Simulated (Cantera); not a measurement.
A closed system holds: 1 mol SiC, 0.0047 mol O2, 1.4 mol H2, at 9.00 Torr.

Cantera equilibrium calculation (NASA polynomials, part measured and part estimated; ideal gas, pure solids and liquids). Candidate condensed phases: C, C6H6, C7H8, C8H18, H2O, Si, SiC, SiO2; 123 gas species. Mutual solubility and eutectic melting of coexisting phases are not modelled. The tables hold silica as quartz up to 1696 K and as liquid above; real silica turns to tridymite and cristobalite and melts near 1996 K. Gases not in the tables: Si2H6 and higher silanes. Kinetics and transport are ignored.

Which condensed phases are stable at each of these points (T (K)): 1323, 1373, 1423, 1473, 1523, 1573, 1623, 1673, 1723, 1773, 1823, 1873, 1923, 1973?


```json
[
 {"T (K)": "1323", "condensed phases": "SiC(s) + SiO2(β-quartz)", "Si condensed (%)": "100.0"},
 {"T (K)": "1373", "condensed phases": "SiC(s) + SiO2(β-quartz)", "Si condensed (%)": "99.9"},
 {"T (K)": "1423", "condensed phases": "SiC(s)", "Si condensed (%)": "99.5"},
 {"T (K)": "1473", "condensed phases": "SiC(s)", "Si condensed (%)": "99.5"},
 {"T (K)": "1523", "condensed phases": "SiC(s)", "Si condensed (%)": "99.5"},
 {"T (K)": "1573", "condensed phases": "SiC(s)", "Si condensed (%)": "99.5"},
 {"T (K)": "1623", "condensed phases": "SiC(s)", "Si condensed (%)": "99.5"},
 {"T (K)": "1673", "condensed phases": "SiC(s)", "Si condensed (%)": "99.5"},
 {"T (K)": "1723", "condensed phases": "SiC(s)", "Si condensed (%)": "99.5"},
 {"T (K)": "1773", "condensed phases": "SiC(s)", "Si condensed (%)": "99.5"},
 {"T (K)": "1823", "condensed phases": "SiC(s)", "Si condensed (%)": "99.5"},
 {"T (K)": "1873", "condensed phases": "SiC(s)", "Si condensed (%)": "99.5"},
 {"T (K)": "1923", "condensed phases": "SiC(s)", "Si condensed (%)": "99.5"},
 {"T (K)": "1973", "condensed phases": "SiC(s)", "Si condensed (%)": "99.4"}
]
```

From 1323 K to 1373 K the condensed part is SiC(s) + SiO2(β-quartz). From 1423 K to 1973 K the condensed part is SiC(s).
